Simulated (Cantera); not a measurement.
An adiabatic, constant-volume homogeneous reactor starts with CH₃OH : O₂ : N₂ = 1 : 1.61 : 9.68 (molar parts), equivalence ratio 0.93, at 1573 K and 2480 Torr. Integrator tolerance rtol = 1e-08.

Computed with Cantera and GRI-Mech 3.0 (53 species, 325 reactions). GRI-Mech 3.0 was tuned for natural gas; its chemistry of methanol as a main component is partial and can be far from experiment.

Q: What does this change do: initial temperature 1573 to 1148 K?

A: 
```json
[
 {"quantity": "time of steepest temperature rise", "before": "45.2 µs", "after": "9.60 ms"},
 {"quantity": "temperature at 1.00 s", "before": "2801 K", "after": "2612 K"},
 {"quantity": "equilibrium temperature", "before": "2801 K", "after": "2612 K"},
 {"quantity": "x(CH₃OH) at 1.00 s", "before": "<1e-12 (gas-phase equilibrium <1e-12)", "after": "<1e-12 (gas-phase equilibrium <1e-12)"},
 {"quantity": "x(O₂) at 1.00 s", "before": "0.0165 (gas-phase equilibrium 0.0165)", "after": "0.0122 (gas-phase equilibrium 0.0122)"},
 {"quantity": "x(CH₂) at 1.00 s", "before": "<1e-12 (gas-phase equilibrium <1e-12)", "after": "<1e-12 (gas-phase equilibrium <1e-12)"},
 {"quantity": "x(CO) at 1.00 s", "before": "0.0246 (gas-phase equilibrium 0.0246)", "after": "0.0134 (gas-phase equilibrium 0.0134)"},
 {"quantity": "x(C₂H₄) at 1.00 s", "before": "<1e-12 (gas-phase equilibrium <1e-12)", "after": "<1e-12 (gas-phase equilibrium <1e-12)"},
 {"quantity": "x(HCO) at 1.00 s", "before": "4.67e-8 (gas-phase equilibrium 4.67e-8)", "after": "1.27e-8 (gas-phase equilibrium 1.27e-8)"},
 {"quantity": "x(C₂H) at 1.00 s", "before": "<1e-12 (gas-phase equilibrium <1e-12)", "after": "<1e-12 (gas-phase equilibrium <1e-12)"}
]
```
